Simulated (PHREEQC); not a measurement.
1 kg of water holding 0.15 mol KCl, 0.041 mol NaCl and 0.0065 mol Na2SO4 is evaporated at 25 °C; the solids stay in contact with the brine. No CO2 enters from the air. Only these solids could form: Arcanite, Glaserite, Halite, Mirabilite, Misenite, Sylvite, Thenardite.

Base run: PHREEQC, Pitzer model, pitzer.dat. Each further column changes one thing. The table gives water activity.

| H2O removed (mol) | base | temperature from 25 to 75 °C | temperature from 25 to 50 °C |
|---|---|---|---|
| 0 | 0.993 | 0.993 | 0.993 |
| 30.18 | 0.986 | 0.986 | 0.986 |
| 46.01 | 0.963 | 0.963 | 0.963 |
| 51.94 | 0.899 | 0.897 | 0.897 |
| 53.88 | 0.809 | 0.766 | 0.775 |
| 54.76 | 0.761 | 0.706 | 0.731 |
| 55.23 | 0.719 | 0.682 | 0.701 |

 Constants without temperature data keep their 25 °C values here.
